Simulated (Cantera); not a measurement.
Equilibrium for boron, boron nitride and boron oxide: borazine + N2 + NH3

Input: 1 mol borazine, 1.3 mol N2, 1.2 mol NH3, equilibrated at 0.260 bar.

Method: chemical equilibrium by Gibbs-energy minimisation in Cantera with the NASA 1993 tables (ideal gas, pure condensed phases). Candidate condensed phases: B, BN; 15 gas species. The feed counts by its element totals alone. The tables' values for BH2 are old estimates; treat these amounts as uncertain. Gases not in the tables: B2H6 and higher boranes. The numbers say what is thermodynamically allowed, not how fast it happens.

From 925 °C to 2125 °C the condensed part is BN(s).

```csv
T (°C),x H2,x N2,x H,x BH2,n BN(s)
925,0.716,0.284,3.16e-7,<1e-12,3.00
1075,0.716,0.284,3.84e-6,3.48e-11,3.00
1225,0.716,0.284,2.85e-5,1.84e-9,3.00
1375,0.716,0.284,0.000148,4.66e-8,3.00
1525,0.716,0.283,0.000584,6.85e-7,3.00
1675,0.715,0.283,0.00187,6.61e-6,3.00
1825,0.712,0.283,0.00509,4.57e-5,3.00
1975,0.706,0.282,0.0121,0.000242,3.00
2125,0.693,0.280,0.0257,0.00103,2.99
```
x: gas mole fraction; n: condensed amount in mol.
